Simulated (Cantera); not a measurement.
A freely propagating, adiabatic, planar premixed flame of 8.99 % CH4, 23.4 % O2, 67.6 % N2, unburnt at 548 K and 180000 Pa; mixture-averaged transport, grid criteria slope 0.08 and curve 0.16, no radiation.

Cantera simulation using GRI-Mech 3.0 (53 species, 325 reactions); the numbers are that mechanism's predictions, not measurements. Burning velocities carry a grid error of a few per cent, more on coarse grids.

x: mole fraction of selected species; z is measured from the peak of heat release.

```
z (mm)   T (K)  u (m/s)     x CH4    x O2    x C2H6    x HCO     x HO2    x CH2
-------  -----  -------  --------  ------  --------  -------  --------  -------
-0.558     548     1.08    0.0899   0.234   2.20e-8    <1e-8   9.98e-8    <1e-8
-0.372     550     1.09    0.0896   0.233   5.58e-7    <1e-8   1.55e-6    <1e-8
-0.279     558     1.10    0.0889   0.232       [?]    <1e-8       [?]    <1e-8
-0.186     609     1.21    0.0852   0.228   3.77e-5    <1e-8   4.72e-5    <1e-8
-0.0929    969     1.95    0.0622   0.197  0.000525  5.68e-7  0.000229  1.67e-7
-0.0465   1376     2.79    0.0351   0.157  0.000684  1.28e-5  0.000296  6.30e-6
0         1774     3.62   0.00889   0.108   8.56e-5  5.39e-5  0.000205  4.24e-5
0.0465    1950     3.98  0.000717  0.0797   4.74e-7  2.01e-5   4.58e-5  1.31e-5
0.0929    2012     4.09   3.04e-5  0.0694     <1e-8  1.37e-6   2.05e-5  7.76e-7
0.186     2089     4.22   6.12e-8  0.0631     <1e-8  3.10e-8   1.44e-5    <1e-8
0.372     2180     4.37     <1e-8  0.0593     <1e-8      [?]       [?]    <1e-8
0.744     2263     4.52     <1e-8  0.0568     <1e-8    <1e-8   6.41e-6    <1e-8
1.49      2317     4.61     <1e-8  0.0552     <1e-8    <1e-8   5.31e-6    <1e-8
```

Question: Fill in the missing entries.

Answer: 
- -0.279, x C2H6: 3.47e-6
- -0.279, x HO2: 7.05e-6
- 0.372, x HCO: 1.08e-8
- 0.372, x HO2: 9.58e-6
